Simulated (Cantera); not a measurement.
Thermodynamics of chemical vapour transport, feed PbO + H₂O

Charge: 1 mol PbO, 0.01 mol H₂O, held at 1323 K.

Method: chemical equilibrium by Gibbs-energy minimisation in Cantera with the NASA 1993 tables (ideal gas, pure condensed phases). Candidate condensed phases: H₂O, Pb, PbO, PbO₂, Pb₃O₄; 12 gas species. Gases not in the tables: (PbO)n polymers. The numbers say what is thermodynamically allowed, not how fast it happens.

```csv
P (Pa),x H₂O,x PbO,x Pb,x O₂,x OH,n PbO(l)
1000,0.916,0.0667,0.0113,0.00565,5.29e-5,0.999
2700,0.969,0.0247,0.00419,0.00210,3.31e-5,1.000
7200,0.988,0.00927,0.00157,0.000788,2.05e-5,1.000
19000,0.996,0.00351,0.000592,0.000301,1.27e-5,1.000
52000,0.998,0.00128,0.000213,0.000113,7.73e-6,1.000
140000,0.999,0.000477,7.65e-5,4.52e-5,4.80e-6,1.000
370000,1.000,0.000180,2.67e-5,2.01e-5,3.08e-6,1.000
1000000,1.000,6.67e-5,8.45e-6,1.02e-5,2.02e-6,1.000
```
x: gas mole fraction; n: condensed amount in mol.

From 10.0 mbar to 10.0 bar the condensed part is PbO(l).
